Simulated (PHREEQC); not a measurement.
A solution holds 0.29 mol/kgw CuSO4, 0.015 mol/kgw H2SO4 and 0.046 mol/kgw NaCl, at 20 °C. Closed to the air; pH follows from the charge balance.

Model: ion-association model, phreeqc.dat, run in PHREEQC.

```yaml
pH: 2.16
ionic_strength: 0.607 mol/kgw
activity_of_water: 0.991
specific_conductance: 21600 µS/cm
density: 1.046 g/cm³
total_alkalinity: -30.0 meq/kg
```

```
species  molality  activity   log γ
-------  --------  --------  ------
CuSO4       0.146     0.168   0.061
Cu+2        0.141    0.0335  -0.623
SO4-2       0.133    0.0255  -0.717
Cl-        0.0429    0.0274  -0.194
Na+        0.0407    0.0293  -0.143
HSO4-      0.0208    0.0155  -0.129
```

No solid was allowed to form. Complexes and solids missing from the database can't appear.
